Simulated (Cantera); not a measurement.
An isothermal plug-flow reactor at 800 K and 500000 Pa (inlet), inlet velocity 0.56 m/s, active area per volume 960 1/m; feed 1.03 % CH4, 1.36 % O2, 97.6 % N2.

Model: Deutschmann's 1995 Pt surface mechanism with GRI-Mech 3.0 gas chemistry, integrated in Cantera. Catalytic surfaces can have several steady states; this one follows from the mechanism file's or the stated starting coverage. Mass transfer to the wall is taken as infinitely fast.

x: gas mole fraction; θ: surface coverage.

| z (m) | x CH4 | x O2 | x H2O | x CO2 | x CO | θ free Pt | θ O* | θ OH* |
|---|---|---|---|---|---|---|---|---|
| 0.00026 | 0.0102 | 0.0136 | 2.02e-5 | (withheld) | 3.99e-7 | 0.0464 | 0.953 | 0.000287 |
| 0.00049 | 0.0102 | 0.0136 | 3.81e-5 | (withheld) | 6.63e-7 | 0.0464 | 0.953 | 0.000357 |
| 0.00096 | 0.0102 | 0.0135 | 7.47e-5 | (withheld) | 1.02e-6 | 0.0465 | 0.953 | 0.000469 |
| 0.0018 | 0.0102 | 0.0135 | 0.000140 | (withheld) | 1.33e-6 | 0.0465 | 0.953 | 0.000621 |
| 0.0036 | 0.0101 | 0.0133 | 0.000280 | (withheld) | 1.48e-6 | 0.0467 | 0.952 | 0.000861 |
| 0.0069 | 0.00999 | 0.0131 | 0.000538 | (withheld) | 1.48e-6 | 0.0470 | 0.952 | 0.00118 |
| 0.013 | 0.00975 | 0.0126 | 0.00102 | (withheld) | 1.46e-6 | 0.0477 | 0.951 | 0.00163 |
| 0.026 | 0.00923 | 0.0115 | 0.00205 | (withheld) | 1.40e-6 | 0.0494 | 0.948 | 0.00235 |

Problem. Complete the blanks.

Solution. 
- 0.00026, x CO2: 9.71e-6
- 0.00049, x CO2: 1.84e-5
- 0.00096, x CO2: 3.63e-5
- 0.0018, x CO2: 6.87e-5
- 0.0036, x CO2: 0.000139
- 0.0069, x CO2: 0.000267
- 0.013, x CO2: 0.000507
- 0.026, x CO2: 0.00103
